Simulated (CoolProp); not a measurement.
Vapour-liquid equilibrium of CHF3 (R23) (1) + propylene (2) at 194.7 K; x and y are mole fractions of (1).

Model: multi-fluid Helmholtz-energy mixture model, Penoncello 2003 and Lemmon 2013; pair parameters Bell 2016, in CoolProp.

```tsv
x	bubble pressure, mixture model (MPa)	bubble pressure, Raoult's law (MPa)	y, mixture model	y, Raoult's law
0.05	0.04145	0.02453	0.551	0.253
0.2	0.08394	0.04023	0.800	0.616
0.35	0.1030	0.05594	0.850	0.776
0.5	0.1109	0.07165	0.869	0.865
0.65	0.1149	0.08735	0.882	0.923
0.8	0.1190	0.1031	0.902	0.963
0.95	0.1234	0.1188	0.960	0.992
```

The largest gap from Raoult's law is +108.7 % in bubble pressure, at x = 0.2. No azeotrope shows between x = 0.05 and 0.95.

Pair parameters are fitted to limited data, so mixtures are less certain than the pure fluids. With so large a gap from Raoult's law the liquid may split in two, which this calculation doesn't test in full.
